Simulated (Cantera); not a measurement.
An adiabatic, constant-volume homogeneous reactor starts with CH4 : O2 : N2 = 1 : 6.06 : 22.8 (molar parts), at 1300 K and 1.00 atm.

Cantera simulation using GRI-Mech 3.0 (53 species, 325 reactions); the numbers are that mechanism's predictions, not measurements.

### Question
Predict: time of steepest temperature rise; temperature at 0.600 s; equilibrium temperature; x(O2) at 0.600 s; x(NO) at 0.600 s; x(N2O) at 0.600 s.

### Answer
```
Property                                                            Result
---------------------------------  ---------------------------------------
time of steepest temperature rise                                  6.58 ms
temperature at 0.600 s                                              2174 K
equilibrium temperature                                             2172 K
x(O2) at 0.600 s                       0.131 (gas-phase equilibrium 0.130)
x(NO) at 0.600 s                   0.00866 (gas-phase equilibrium 0.00919)
x(N2O) at 0.600 s                  6.53e-7 (gas-phase equilibrium 6.54e-7)
```
